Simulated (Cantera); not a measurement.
Input: 1 mol MgO, 2 mol O₂, 3.2 mol CO₂, at 1 atm.

Equilibrium computed with Cantera from the NASA thermochemical tables; the gas is ideal and each condensed phase is pure. Candidate condensed phases: C, Mg, MgCO₃, MgO; 15 gas species. Kinetics and transport are ignored.

Which condensed phases are stable at each of these points (T (°C)): 327, 427, 527, 627, 727, 827, 927, 1027, 1127, 1227, 1327, 1427, 1527, 1627?


```
T (°C)  condensed phases  Mg condensed (%)
------  ----------------  ----------------
327             MgCO₃(s)             100.0
427               MgO(s)             100.0
527               MgO(s)             100.0
627               MgO(s)             100.0
727               MgO(s)             100.0
827               MgO(s)             100.0
927               MgO(s)             100.0
1027              MgO(s)             100.0
1127              MgO(s)             100.0
1227              MgO(s)             100.0
1327              MgO(s)             100.0
1427              MgO(s)             100.0
1527              MgO(s)             100.0
1627              MgO(s)             100.0
```

At 327 °C the condensed part is MgCO₃(s). From 427 °C to 1627 °C the condensed part is MgO(s).
